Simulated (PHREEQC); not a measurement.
Consider water at 3 °C with 0.0014 mol KCl, 0.0057 mol HBr, 0.0011 mol NaI and 0.012 mol ZnBr2 per kg of water. Closed to the air; pH follows from the charge balance.

Equilibrium calculation in PHREEQC: ion-association model, wateq4f.dat.

Each row changes one thing in this solution. Precipitation was switched off in this run.

```csv
case,pH,ZnBr+ (mol/kgw),ZnCl+ (mol/kgw),ZnOH+ (mol/kgw),SI of Halite (NaCl),SI of Zincite(c) (ZnO)
as made,2.31,4.74e-5,7.95e-6,2.68e-10,-7.50,-10.02
HBr from 0.0057 to 0.0114 mol/kgw,2.01,5.48e-5,7.72e-6,1.32e-10,-7.51,-10.63
KCl from 0.0014 to 0.00014 mol/kgw,2.31,4.77e-5,8.01e-7,2.69e-10,-8.50,-10.01
temperature from 3 to 45 °C,2.31,4.51e-5,4.79e-5,6.56e-9,[?],-7.75
KCl from 0.0014 to 0.007 mol/kgw,2.31,[?],3.86e-5,2.63e-10,-6.81,-10.03
NaI from 0.0011 to 0.0055 mol/kgw,2.31,4.63e-5,7.77e-6,2.65e-10,-6.81,-10.02
diluted 5-fold with water,2.98,2.61e-6,4.41e-7,3.17e-10,-8.82,-9.23
diluted 100-fold with water,4.25,8.55e-9,1.45e-9,3.64e-10,-11.36,-7.87
```

Question: Some entries are withheld; supply them.

Answer: 
- temperature from 3 to 45 °C, SI of Halite (NaCl): -7.62
- KCl from 0.0014 to 0.007 mol/kgw, ZnBr+ (mol/kgw): 4.59e-5

Complexes and solids missing from the database can't appear. Away from 25 °C the constants follow the database's enthalpies or fits; those with neither stay at their 25 °C values.
